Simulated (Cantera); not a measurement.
Mixture: CH₄ : C₂H₆ : C₃H₈ : O₂ : N₂ = 1 : 0.04 : 0.035 : 2.41 : 9.07 (molar parts), at 1.90 bar, adiabatic and at constant volume. Ignition delay is the time to a rise of 400 K.

Computed with Cantera and GRI-Mech 3.0 (53 species, 325 reactions).

### Question
What does this change do: CH4 1 to 0.71 parts?

### Answer
```csv
quantity,before,after
delay at 1023 K,98.3 ms,68.7 ms
delay at 1123 K,22.3 ms,15.0 ms
delay at 1223 K,5.03 ms,3.47 ms
delay at 1323 K,1.23 ms,0.879 ms
delay at 1423 K,0.359 ms,0.265 ms
apparent activation energy between 1323 and 1423 K,190 kJ/mol,190 kJ/mol
```

### Question
What does this change do: pressure from 1.90 bar to 1.30 bar?

### Answer
```
quantity                                                before       after
--------------------------------------------------  ----------  ----------
delay at 1023 K                                        98.3 ms     0.143 s
delay at 1123 K                                        22.3 ms     30.4 ms
delay at 1223 K                                        5.03 ms     6.50 ms
delay at 1323 K                                        1.23 ms     1.55 ms
delay at 1423 K                                       0.359 ms    0.447 ms
apparent activation energy between 1323 and 1423 K  190 kJ/mol  190 kJ/mol
```
